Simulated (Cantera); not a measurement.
Cantera run:

```python
import numpy as np
import cantera as ct

gas_names = """
    Br Br2 H HBr HO2 H2 H2O H2O2 Mg MgBr MgBr2 MgH MgO MgOH MgO2H2 Mg2 O OH O2 O3
""".split()
cond_names = """
    Br2(cr) Br2(L) H2O(s) H2O(L) Mg(cr) Mg(L) MgBr2(s) MgBr2(L) MgO(s) MgO(L) MgO2H2(s)
""".split()


def load(file, names, dense=False):
    # The tables refer to 1 bar. Condensed volumes are neglected.
    table = {s.name: s for s in ct.Species.list_from_file(file)}
    out = []
    for n in names:
        d = dict(table[n].input_data)
        d["thermo"] = dict(d["thermo"], **{"reference-pressure": 1e5})
        if dense:
            d["equation-of-state"] = {"model": "constant-volume", "density": "1e6 g/cm^3"}
        out.append(ct.Species.from_dict(d))
    return out


gas = ct.Solution(thermo="ideal-gas", species=load("nasa_gas.yaml", gas_names))
cond = {s.name: ct.Solution(thermo="fixed-stoichiometry", species=[s], name=s.name)
        for s in load("nasa_condensed.yaml", cond_names, dense=True)}
atoms = {
    'MgO': {'Mg': 1, 'O': 1},
    'HBr': {'H': 1, 'Br': 1},
    'H2': {'H': 2},
}
top_T = {}  # K; cautious upper limits of use, not melting points


def equilibrate(T, P, feed):
    n = {}
    for name, mol in feed.items():
        for a, k in atoms[name].items():
            n[a] = n.get(a, 0.0) + k * mol
    gas.TPX = T, P, n
    mass = sum(n.values()) * gas.mean_molecular_weight
    gas.equilibrate("TP")
    valid = [c for c in cond.values() if c.min_temp <= T <= top_T.get(c.name, c.max_temp)]
    mix = ct.Mixture([(gas, mass / gas.mean_molecular_weight)] + [(c, 0.0) for c in valid])
    mix.T, mix.P = T, P
    mix.equilibrate("TP", solver="vcs", rtol=1e-11, max_steps=5000)
    return mix


results = []
feed = {'MgO': 1, 'HBr': 9.4, 'H2': 44}  # mol
P = 18000  # Pa
for T in [948, 1048, 1148, 1248, 1348, 1448, 1548, 1648, 1748]:
    mix = equilibrate(T, P, feed)
    results.append((T, P, feed, dict(zip(mix.species_names, mix.species_moles))))

top = {s: max(r[3][s] / sum(r[3][g] for g in gas_names) for r in results) for s in gas_names}
cols = sorted((s for s in top if top[s] > 0.001), key=lambda s: -top[s])[:8]
seen = [c for c in cond_names if any(r[3].get(c, 0) > 1e-12 for r in results)]
print("log10 of partial pressures in bar; condensed amounts in mol")
print(f"{'T/K':>10s}" + "".join(f"{s[:9]:>10s}" for s in cols + seen))
for T, P, feed, n in results:
    ng = sum(n[g] for g in gas_names)
    print(f"{T:10.4g}" + "".join(f"{np.log10(max(n[s] / ng * P / 1e5, 1e-99)):10.3f}" for s in cols)
          + "".join(f"{n.get(c, 0):10.4g}" for c in seen))
```

It prints:

```
log10 of partial pressures in bar; condensed amounts in mol
       T/K        H2       HBr       H2O     MgBr2        Br    MgO(s)
       948    -0.829    -1.509    -3.452    -3.452    -6.945    0.8951
      1048    -0.829    -1.520    -3.139    -3.139    -6.156    0.7848
      1148    -0.829    -1.536    -2.892    -2.892    -5.510    0.6196
      1248    -0.829    -1.558    -2.696    -2.696    -4.976    0.4019
      1348    -0.829    -1.587    -2.540    -2.540    -4.528    0.1436
      1448    -0.829    -1.604    -2.472    -2.473    -4.135         0
      1548    -0.829    -1.606    -2.472    -2.473    -3.778         0
      1648    -0.829    -1.609    -2.473    -2.474    -3.465         0
      1748    -0.829    -1.615    -2.473    -2.477    -3.190         0
```

These are equilibrium values from Cantera (NASA tables, ideal gas, pure condensed phases), not measurements of a reactor.
